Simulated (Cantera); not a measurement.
A closed system holds: 1 mol Si, 1.5 mol HCl, 9.5 mol H₂, held at 12.0 bar.

These are equilibrium values from Cantera (NASA tables, ideal gas, pure condensed phases), not measurements of a reactor. Candidate condensed phases: Si; 19 gas species. The tables' values for SiCl₃ are old estimates; treat these amounts as uncertain. Gases not in the tables: Si₂H₆ and higher silanes. The numbers say what is thermodynamically allowed, not how fast it happens.

log p: log10 of the partial pressure in bar; n: condensed amount in mol.

| T (K) | log p H₂ | log p HCl | log p SiHCl₃ | log p SiCl₂ | log p SiCl₄ | n Si(s) |
|---|---|---|---|---|---|---|
| 1100 | 1.06 | -1.00 | -0.56 | -2.75 | -0.79 | 0.558 |
| 1150 | 1.06 | ? | -0.58 | ? | -0.80 | 0.567 |
| 1200 | 1.05 | ? | -0.60 | ? | -0.82 | 0.578 |
| 1250 | 1.05 | -0.62 | -0.63 | -1.89 | -0.85 | 0.590 |
| 1300 | 1.05 | -0.52 | -0.66 | -1.66 | -0.89 | 0.604 |
| 1350 | 1.05 | -0.43 | -0.70 | -1.46 | -0.94 | 0.617 |
| 1400 | 1.05 | -0.35 | -0.75 | -1.28 | -1.00 | 0.631 |
| 1450 | 1.04 | -0.28 | -0.82 | -1.12 | -1.08 | 0.643 |
| 1500 | 1.04 | -0.22 | -0.90 | -0.98 | -1.18 | 0.654 |
| 1550 | 1.04 | -0.18 | -0.99 | -0.87 | -1.30 | 0.662 |
| 1600 | 1.04 | -0.14 | -1.10 | -0.78 | -1.43 | 0.669 |

Q: Fill in the missing entries.

A: 
- 1150, log p HCl: -0.86
- 1150, log p SiCl₂: -2.44
- 1200, log p HCl: -0.73
- 1200, log p SiCl₂: -2.15
